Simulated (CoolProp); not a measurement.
The fluid at 298.15 K and 0.0711 MPa expands adiabatically to 0.0108 MPa with isentropic efficiency 0.85. The same conditions are run with several fluids, on thermodynamics alone (safety and materials aside).

Values from CoolProp's reference Helmholtz-energy equation of state of each fluid (R236FA: Pan 2012; R507A: Lemmon 2003; R404A: Lemmon 2003; propane: Lemmon 2009; neopentane: Lemmon 2006). Blends and air are pseudo-pure fits.

Rank R236FA, R507A, R404A, propane, neopentane by work (kJ/kg), highest first.

propane (80.0), neopentane (50.7), R404A (36.7), R507A (36.2), R236FA (24.2)

```json
[
 {"fluid": "R236FA", "final temperature (K)": "266.4", "final density (kg/m³)": "0.745"},
 {"fluid": "R507A", "final temperature (K)": "252.8", "final density (kg/m³)": "0.510"},
 {"fluid": "R404A", "final temperature (K)": "252.4", "final density (kg/m³)": "0.504"},
 {"fluid": "propane", "final temperature (K)": "245.6", "final density (kg/m³)": "0.234"},
 {"fluid": "neopentane", "final temperature (K)": "264.8", "final density (kg/m³)": "0.356"}
]
```
